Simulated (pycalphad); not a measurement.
CALPHAD calculation (pycalphad, COST 507 light-alloy database (1999)), 1 atm. The data set is of 1999 and partly superseded. Kinetics are ignored, which matters at the lower temperatures.

Task: How does the equilibrium phase assembly of Ti-17.3B (at.%) change on cooling from 2850 K to 525 K?

Result: 
| T (K) | phases above | phases below |
|---|---|---|
| 1973.6 | liquid | BM + liquid |
| 1814.1 | BM + liquid | bcc + BM |
| 1156.1 | bcc + BM | BM + hcp |
Changes were sought between steps of 75 K, so a narrower field can be missed.

Database names, with the compositions (at.%) that they take in these runs: BM: Ti 50 B 50.
